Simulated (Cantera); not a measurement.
A freely propagating, adiabatic, planar premixed flame of CH4 : H2 : O2 : N2 = 1 : 1.2 : 2.17 : 8.15 (molar parts), equivalence ratio 1.2, unburnt at 525 K and 0.118 atm; mixture-averaged transport, grid criteria slope 0.08 and curve 0.16, no radiation.

Computed with Cantera and GRI-Mech 3.0 (53 species, 325 reactions). Burning velocities carry a grid error of a few per cent, more on coarse grids.

Task: What does this change do: 0.27 parts H2O added?

Result: 
```tsv
quantity	before	after
laminar burning velocity	250 cm/s	237 cm/s
thermal thickness	1.85 mm	1.94 mm
peak x(H)	0.0315	0.0300
peak x(HCN)	3.39e-6	3.11e-6
peak x(C2H)	3.51e-7	2.94e-7
```

Task: What does this change do: H2 1.2 to 0.91 parts?

Result: 
```
quantity                    before     after
------------------------  --------  --------
laminar burning velocity  250 cm/s  229 cm/s
thermal thickness          1.85 mm   1.92 mm
peak x(H)                   0.0315    0.0278
peak x(HCN)                3.39e-6   3.06e-6
peak x(C2H)                3.51e-7   2.96e-7
```
